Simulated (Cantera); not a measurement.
A closed system holds: 1 mol SiH₄, 43 mol NH₃, 77 mol H₂, 5 mol N₂, held at 1648.15 K and 10000 Pa.

Equilibrium computed with Cantera from the NASA thermochemical tables; the gas is ideal and each condensed phase is pure. Candidate condensed phases: Si, Si₃N₄; 18 gas species. Equilibrium is a limit: real reactors are often held back by kinetics, nucleation or transport.

Base state: H₂ 0.847, N₂ 0.153, H 0.000260 (mole fractions); condensed: Si₃N₄(s).

Question: What changes in the equilibrium state with this change: temperature from 1648.15 K to 2000 K?

Answer: 
```csv
species,before,after
H₂,0.847,0.839
N₂,0.153,0.155
H,0.000260,0.00471
Si,3.21e-7,0.000435
Si₂N,6.28e-9,1.86e-5
SiH,1.72e-7,8.56e-5
SiN,2.87e-8,1.41e-5
SiH₂,8.95e-7,8.91e-5
"Si₃N₄(s), mol",0.333,0
"Si(l), mol",0,0.885
```
The tables' values for SiN are old estimates; treat these amounts as uncertain. Gases not in the tables: Si₂H₆ and higher silanes.
